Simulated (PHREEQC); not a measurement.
Dissolve 11 mmol/kgw HCl, 4.5 mmol/kgw LiCl and 31 mmol/kgw MnSO4 at 25 °C and 10 atm. Closed to the air; pH follows from the charge balance.

Model: Pitzer model, pitzer.dat, run in PHREEQC.

### Question
The ionic strength comes out as 0.131 mol/kgw. What activity coefficients do H+, SO4-2, Mn+2, Cl-, HSO4- get?

### Answer
H+ 0.76, SO4-2 0.23, Mn+2 0.30, Cl- 0.75, HSO4- 0.69. Single-ion values are on the MacInnes scale.

This is a speciation only: nothing precipitates in the calculation.
